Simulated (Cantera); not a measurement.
## Iron carbonyl, mercury and lead vapours: PbO + O2 + N2

Feed: 1 mol PbO, 0.039 mol O2, 1.7 mol N2, equilibrated at 10.0 mbar.

Method: chemical equilibrium by Gibbs-energy minimisation in Cantera with the NASA 1993 tables (ideal gas, pure condensed phases). Candidate condensed phases: Pb, PbO, PbO2, Pb3O4; 12 gas species. Gases not in the tables: (PbO)n polymers. The numbers say what is thermodynamically allowed, not how fast it happens.

From 798 K to 1148 K the condensed part is PbO(yellow). From 1198 K to 1398 K the condensed part is PbO(l). At 1448 K nothing is condensed.

| T (K) | x N2 | x PbO | x Pb | x O2 | n PbO(yellow) | n PbO(l) |
|---|---|---|---|---|---|---|
| 798 | 0.978 | 6.30e-9 | <1e-12 | 0.0224 | 1.00 | 0 |
| 848 | 0.978 | 7.58e-8 | 1.06e-11 | 0.0224 | 1.00 | 0 |
| 898 | 0.978 | 6.87e-7 | 2.60e-10 | 0.0224 | 1.000 | 0 |
| 948 | 0.978 | 4.90e-6 | 4.50e-9 | 0.0224 | 1.000 | 0 |
| 998 | 0.978 | 2.85e-5 | 5.83e-8 | 0.0224 | 1.000 | 0 |
| 1048 | 0.977 | 0.000139 | 5.87e-7 | 0.0224 | 1.000 | 0 |
| 1098 | 0.977 | 0.000586 | 4.77e-6 | 0.0224 | 0.999 | 0 |
| 1148 | 0.975 | 0.00217 | 3.22e-5 | 0.0224 | 0.996 | 0 |
| 1198 | 0.971 | 0.00655 | 0.000169 | 0.0223 | 0 | 0.988 |
| 1248 | 0.959 | 0.0176 | 0.000754 | 0.0223 | 0 | 0.967 |
| 1298 | 0.931 | 0.0436 | 0.00295 | 0.0228 | 0 | 0.915 |
| 1348 | 0.864 | 0.100 | 0.0101 | 0.0248 | 0 | 0.783 |
| 1398 | 0.722 | 0.217 | 0.0291 | 0.0310 | 0 | 0.420 |
| 1448 | 0.604 | 0.303 | 0.0522 | 0.0398 | 0 | 0 |
x: gas mole fraction; n: condensed amount in mol.
